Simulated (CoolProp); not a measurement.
A Linde-Hampson liquefier for dry air: isothermal reversible compression at 290 K from 1 atm to 15 MPa, throttling to 1 atm, return gas leaving the recuperator 2 K below the feed. Each further row changes one setting.

Computed with CoolProp (reference Helmholtz-energy equation of state, Lemmon 2000). It is a pseudo-pure fit of the blend.

```tsv
case	liquid yield per pass	compression work (kJ/kg of gas)
as stated	___	413
high pressure 30 MPa	0.105	473
warm-end temperature 320 K	___	459
warm-end gap 7 K	___	413
```

Q: Some entries are withheld; supply them.

A: 
- as stated, liquid yield per pass: 0.069
- warm-end temperature 320 K, liquid yield per pass: 0.050
- warm-end gap 7 K, liquid yield per pass: 0.057
